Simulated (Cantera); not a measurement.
# Dilute partial oxidation

A perfectly stirred reactor is fed with 1.78 % CH2O, 1.31 % O2, 93.8 % N2, 3.10 % H2O, equivalence ratio 1.4, at 10.0 bar; it is held at 1150 K, and followed from long to short residence time.

Detailed kinetics in Cantera: GRI-Mech 3.0 (53 species, 325 reactions).

| τ (s) | x CH2O | x O2 | x N2O | x C2H | x NO | x C2H4 | x C2H2 |
|---|---|---|---|---|---|---|---|
| 1.7 | 9.96e-6 | 0.000142 | 1.82e-8 | <1e-12 | 4.59e-10 | 1.61e-12 | <1e-12 |
| 0.56 | 2.60e-5 | 0.000376 | 4.62e-8 | <1e-12 | 1.18e-9 | <1e-12 | <1e-12 |
| 0.19 | 6.25e-5 | 0.000927 | 8.42e-8 | <1e-12 | 1.89e-9 | <1e-12 | <1e-12 |
| 0.063 | 0.000147 | 0.00207 | 9.27e-8 | <1e-12 | 1.39e-9 | <1e-12 | <1e-12 |
| 0.021 | 0.000339 | 0.00378 | 5.97e-8 | <1e-12 | 5.05e-10 | <1e-12 | <1e-12 |
| 0.0071 | 0.000762 | 0.00560 | 2.78e-8 | <1e-12 | 1.36e-10 | <1e-12 | <1e-12 |
| 0.0024 | 0.00163 | 0.00707 | 1.18e-8 | <1e-12 | 3.55e-11 | <1e-12 | <1e-12 |
| 0.00080 | 0.00336 | 0.00823 | 5.10e-9 | <1e-12 | 8.81e-12 | <1e-12 | <1e-12 |
| 0.00027 | 0.00687 | 0.00942 | 2.23e-9 | <1e-12 | 1.61e-12 | <1e-12 | <1e-12 |
x: mole fraction; the columns are a selection and need not sum to one.
